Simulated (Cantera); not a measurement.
A Cantera script and its output.

```python
import numpy as np
import cantera as ct

gas = ct.Solution("gri30.yaml")
gas.TPX = 1598, 40000, {'CH4': 1, 'O2': 2.99, 'N2': 11.2}
reactor = ct.IdealGasConstPressureReactor(gas, energy="on", clone=False)
net = ct.ReactorNet([reactor])
net.rtol, net.atol = 1e-08, 1e-16
show = ['CH4', 'O2', 'CH3', 'CO2', 'OH']
times = np.geomspace(1e-06, 0.5, 11)

steps = ct.SolutionArray(gas, extra=["t"])
rows = []
print(f"{'t/s':>10s}{'T/K':>9s}{'P/Pa':>11s}" + "".join(f"{s:>11s}" for s in show))
for t in times:
    while net.time < t:
        t_next = net.step()
        steps.append(gas.state, t=t_next)
    rows.append([np.interp(t, steps.t, y) for y in (steps.T, steps.P, *steps(*show).X.T)])
    print(f"{t:10.3e}{rows[-1][0]:9.1f}{rows[-1][1]:11.4g}" + "".join(f"{x:11.3e}" for x in rows[-1][2:]))
rate = np.gradient(steps.T, steps.t)
print("integrator steps:", len(steps.t))
if steps.T.max() > steps.T[0] + 200:
    print(f"time of steepest temperature rise: {steps.t[rate.argmax()]:.4e} s")
gas.TPX = 1598, 40000, {'CH4': 1, 'O2': 2.99, 'N2': 11.2}
gas.equilibrate("HP")
print(f"equilibrium (HP): T = {gas.T:.1f} K  " + "  ".join(f"{s} {gas[s].X[0]:.3e}" for s in show))
```

It prints:

```
       t/s      T/K       P/Pa        CH4         O2        CH3        CO2         OH
 1.000e-06   1598.0      4e+04  6.583e-02  1.968e-01  1.337e-07  3.694e-15  8.864e-09
 3.714e-06   1598.0      4e+04  6.583e-02  1.968e-01  6.307e-07  4.298e-13  3.962e-08
 1.380e-05   1598.0      4e+04  6.583e-02  1.968e-01  2.855e-06  1.620e-11  6.219e-08
 5.125e-05   1598.0      4e+04  6.582e-02  1.968e-01  1.257e-05  5.388e-10  1.296e-07
 1.904e-04   1597.9      4e+04  6.573e-02  1.968e-01  7.279e-05  4.056e-08  5.568e-07
 7.071e-04   1609.1      4e+04  6.196e-02  1.943e-01  1.058e-03  3.062e-05  1.903e-05
 2.627e-03   2568.2      4e+04  9.212e-18  6.649e-02  1.255e-16  4.647e-02  1.909e-02
 9.756e-03   2580.4      4e+04  1.002e-17  6.342e-02  1.272e-16  4.753e-02  1.820e-02
 3.624e-02   2574.9      4e+04  1.004e-17  6.099e-02  1.247e-16  4.768e-02  1.774e-02
 1.346e-01   2574.6      4e+04  1.004e-17  6.088e-02  1.245e-16  4.769e-02  1.772e-02
 5.000e-01   2574.6      4e+04  1.004e-17  6.088e-02  1.245e-16  4.769e-02  1.772e-02
integrator steps: 1694
time of steepest temperature rise: 9.4834e-04 s
equilibrium (HP): T = 2574.6 K  CH4 1.431e-17  O2 6.088e-02  CH3 1.776e-16  CO2 4.769e-02  OH 1.772e-02
```

Model: GRI-Mech 3.0 (53 species, 325 reactions), integrated in Cantera.
